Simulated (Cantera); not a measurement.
Gas mixture: NO = 0.34 (molar parts), at 10.00 Torr, frozen composition.

Cantera's kinetic-theory transport with the Lennard-Jones parameters of GRI-Mech 3.0, ideal gas; thermal conductivity in the multicomponent form. The composition is frozen, though it would react at the higher temperatures.

One state of this run: ρ (kg/m³) = 0.00401; cp (J/kg/K) = 1159; μ (µPa s) = 48.4; λ (mW/m/K) = 79.3; Pr = 0.707; D (cm²/s) CH₃ = 182; D (cm²/s) H = 998; D (cm²/s) C₂H₂ = 138. D: mixture-averaged diffusion coefficient of that species in the mixture.

### Question
Which value of T (K) does it belong to?
A) 1600
B) 400
C) 800
D) 1200

### Answer
D, 1200
